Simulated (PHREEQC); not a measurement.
**Acid rinse or clean (model solution)**

Solution (57 °C): 0.11 mol HF and 8.6e-05 mol CuSO4 per kg of water. Closed to the air; pH follows from the charge balance.

Model: ion-association model, wateq4f.dat, run in PHREEQC.

Precipitation was switched off in this run.

Problem. What pH does the model give?

Solution. pH 2.17.

Problem. In which forms is S present?

Solution. HSO4- 51 %, SO4-2 48 % of the S.

wateq4f.dat counts part of the HF as a dimer, H2F2, which phreeqc.dat doesn't know; its constant is uncertain. At this temperature some constants are extrapolated from 25 °C, and those without enthalpy data are left unchanged.
